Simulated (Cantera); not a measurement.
An isothermal plug-flow reactor at 1225 K and 500000 Pa (inlet), inlet velocity 2.2 m/s, active area per volume 150 1/m; feed CH₄ : O₂ : N₂ : H₂O = 0.0032 : 0.066 : 0.79 : 0.03 (molar parts).

Detailed kinetics in Cantera: Deutschmann's 1995 Pt surface mechanism with GRI-Mech 3.0 gas chemistry. Catalytic surfaces can have several steady states; this one follows from the mechanism file's or the stated starting coverage. Mass transfer to the wall is taken as infinitely fast.

Task: Predict: x(CH₄) at z = 0.0089 m; x(O₂) at z = 0.0089 m; x(H₂O) at z = 0.0089 m; x(CO₂) at z = 0.0089 m; x(CO) at z = 0.0089 m; θ(free Pt) at the exit; θ(O*) at the exit; θ(OH*) at the exit.

Result: 
- x(CH₄) at z = 0.0089 m = 0.00203
- x(O₂) at z = 0.0089 m = 0.0717
- x(H₂O) at z = 0.0089 m = 0.0363
- x(CO₂) at z = 0.0089 m = 0.00104
- x(CO) at z = 0.0089 m = 0.000104
- θ(free Pt) at the exit = 0.357
- θ(O*) at the exit = 0.638
- θ(OH*) at the exit = 0.00479
